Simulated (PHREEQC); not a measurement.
PHREEQC input (ion-association model, wateq4f.dat):

```
SOLUTION_MASTER_SPECIES
  An  An-  0  An  62.0  # stands for a non-complexing anion
SOLUTION_SPECIES
  An- = An-
    -log_k 0
    -gamma 3.0 0
PHASES
  Fix_H+
    H+ = H+
    -log_k 0
SOLUTION 1
  temp 25
  units mmol/kgw
  pH 7 charge
  S(6) 0.011
  Ag 0.022
  Na 300
  An 300
END
SELECTED_OUTPUT 1
  -reset false
  -pH true
  -pe true
  -ionic_strength true
  -water true
  -totals Ag Na S S(-2) S(6)
  -molalities Hfo_wOH Hfo_wOH2+ Hfo_wO- Hfo_sOH Hfo_sOH2+ Hfo_sO- Hfo_wSO4- Hfo_wOHSO4-2 Hfo_sOAg Hfo_wOAg
  -saturation_indices Ag2O Ag2SO4 Mirabilite
USER_PUNCH 1
  -headings sigma psi
  10 PUNCH EDL("sigma", "Hfo"), EDL("psi", "Hfo")
PRINT
  -reset false
USE solution 1
SURFACE 1
  Hfo_wOH 0.00876404 600 3.9
  Hfo_sOH 0.000219101
EQUILIBRIUM_PHASES 1
  Fix_H+ -3 HAn 10
    -force_equality true
  O2(g) -0.68 10
END
# ... the last block is repeated for the other 12 points of pH, with NaOH or the acid as the point needs
```

Selected output (columns that matter, 13 of 13 rows; pH added in front):

```
pH	mu	Ag	Na	S	m_Hfo_wOH	m_Hfo_wOH2+	m_Hfo_wO-	m_Hfo_sOH	m_Hfo_sOH2+	m_Hfo_sO-	si_Ag2O	si_Mirabilite	sigma	psi
3	0.30575	2.2e-05	0.3	1.3221e-07	5.8003e-05	0.0086952	8.8638e-09	1.4519e-06	0.00021765	2.2187e-10	-16.169	-7.8897	0.36708	0.12507
3.5	0.30482	2.1996e-05	0.3	1.3452e-07	0.0001766	0.0085765	8.3305e-08	4.4204e-06	0.00021467	2.0852e-09	-15.169	-7.8741	0.36205	0.12445
4	0.30437	2.1961e-05	0.3	1.4975e-07	0.00049886	0.0082536	6.9074e-07	1.2485e-05	0.00020656	1.7287e-08	-14.171	-7.8249	0.34835	0.12253
4.5	0.30392	2.1708e-05	0.3	1.9742e-07	0.0012072	0.0075416	4.427e-06	3.0178e-05	0.00018852	1.1067e-07	-13.181	-7.7038	0.31802	0.11798
5	0.30329	2.0333e-05	0.3	3.3667e-07	0.0023374	0.0063964	1.9568e-05	5.8066e-05	0.0001589	4.861e-07	-12.238	-7.4713	0.26887	0.1096
5.5	0.30257	1.5764e-05	0.3	7.483e-07	0.0036407	0.0050529	6.0093e-05	8.8559e-05	0.00012291	1.4617e-06	-11.459	-7.1238	0.21023	0.097468
6	0.30188	8.4641e-06	0.3	1.9586e-06	0.0048164	0.0037985	0.00013991	0.00011317	8.9254e-05	3.2874e-06	-10.999	-6.7054	0.15377	0.082411
6.5	0.30129	3.215e-06	0.3	4.8278e-06	0.0057085	0.0027806	0.00026848	0.00013071	6.367e-05	6.1474e-06	-10.839	-6.3132	0.10551	0.065212
7	0.30081	1.0408e-06	0.3	8.4493e-06	0.0062908	0.0020222	0.00044832	0.00014244	4.5788e-05	1.0151e-05	-10.819	-6.0698	0.066174	0.046312
7.5	0.30042	3.2528e-07	0.3	1.0353e-05	0.0066069	0.0014811	0.00067515	0.00014904	3.3411e-05	1.523e-05	-10.829	-5.9812	0.033935	0.025993
8	0.30008	1.0224e-07	0.3	1.0872e-05	0.0067235	0.0010905	0.00094968	0.00015149	2.457e-05	2.1397e-05	-10.835	-5.9597	0.0059262	0.0047314
8.5	0.30029	3.2664e-08	0.30054	1.0976e-05	0.0066796	0.00078959	0.0012945	0.00015045	1.7784e-05	2.9156e-05	-10.826	-5.9544	-0.021292	-0.01672
9	0.30066	1.0697e-08	0.30127	1.0995e-05	0.0064603	0.00054324	0.00176	0.00014549	1.2234e-05	3.9636e-05	-10.796	-5.9521	-0.051307	-0.037549
```

Species that the database lacks are ignored. The oxide is taken as insoluble; below pH 4 it would dissolve.
